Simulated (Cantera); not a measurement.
Charge: 1 mol Fe3O4, a varied amount of CO, 0.17 mol H2, held at 2325 K and 0.450 bar.

These are equilibrium values from Cantera (NASA tables, ideal gas, pure condensed phases), not measurements of a reactor. Candidate condensed phases: C, C6H6, C7H8, C8H18, Fe, Fe(CO)5, FeO, Fe(OH)2, Fe(OH)3, Fe2O3, Fe3O4, H2O; 114 gas species. The tables' stoichiometric FeO is somewhat more stable than real wüstite, so its field is too wide. FeO: taken at fixed stoichiometry. Rates play no part.

log p: log10 of the partial pressure in bar; n: condensed amount in mol.

```tsv
n(CO) (mol)	log p CO	log p CO2	log p H2O	log p H2	log p Fe	log p H	log p OH	n FeO(l)
2.4	-0.58	-0.82	-1.66	-2.17	-2.92	-3.04	-3.31	2.99
3.2	-0.51	-0.92	-1.82	-2.17	-2.75	-3.04	-3.47	2.99
4	-0.48	-1.01	-1.96	-2.18	-2.63	-3.05	-3.60	2.98
4.7	-0.46	-1.07	-2.06	-2.20	-2.55	-3.06	-3.69	2.97
5.5	-0.45	?	?	-2.23	?	-3.07	?	2.96
6.3	-0.44	-1.18	-2.24	-2.26	-2.42	-3.09	-3.85	2.94
7.1	-0.43	-1.22	-2.32	-2.29	-2.37	-3.10	-3.92	2.93
7.9	-0.42	-1.25	-2.39	-2.31	-2.32	-3.11	-3.97	2.91
8.7	-0.42	-1.29	-2.46	-2.34	-2.28	-3.13	-4.02	2.89
9.5	-0.41	-1.32	-2.51	-2.36	-2.25	-3.14	-4.07	2.87
10	-0.41	-1.33	-2.55	-2.38	-2.23	-3.15	-4.09	2.86
11	-0.41	-1.36	-2.61	-2.41	-2.20	-3.16	-4.14	2.84
12	-0.40	-1.39	-2.67	-2.44	-2.17	-3.18	-4.19	2.81
```

Problem. Some entries are withheld; supply them.

Solution. 
- 5.5, log p CO2: -1.13
- 5.5, log p H2O: -2.16
- 5.5, log p Fe: -2.48
- 5.5, log p OH: -3.78
